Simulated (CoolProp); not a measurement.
Properties of hydrogen chloride along the isobar 4410 kPa.

The numbers come from the reference Helmholtz-energy equation of state, Thol 2018 in CoolProp.

```
T (K)   phase  density (kg/m³)  cv (kJ/(kg K))  Joule-Thomson coefficient (K/MPa)  isothermal compressibility (1/MPa)  expansivity (1/kK)
-----  ------  ---------------  --------------  ---------------------------------  ----------------------------------  ------------------
184    liquid             1201           1.055                            -0.3201                            0.001024               1.991
194.1  liquid             1176           1.031                            -0.3056                            0.001164               2.093
204.2  liquid             1151           1.010                            -0.2869                            0.001334               2.212
214.4  liquid             1124          0.9895                            -0.2628                            0.001546               2.356
224.5  liquid             1097          0.9714                            -0.2325                            0.001810               2.529
234.6  liquid             1068          0.9550                            -0.1939                            0.002150               2.742
244.8  liquid             1037          0.9400                            -0.1437                            0.002606               3.012
254.9  liquid             1005          0.9270                           -0.07851                            0.003231               3.362
265    liquid            968.9          0.9161                           0.009306                            0.004140               3.838
275.1  liquid            929.0          0.9080                             0.1333                            0.005575               4.535
285.3  liquid            882.3          0.9044                             0.3246                            0.008193               5.700
```
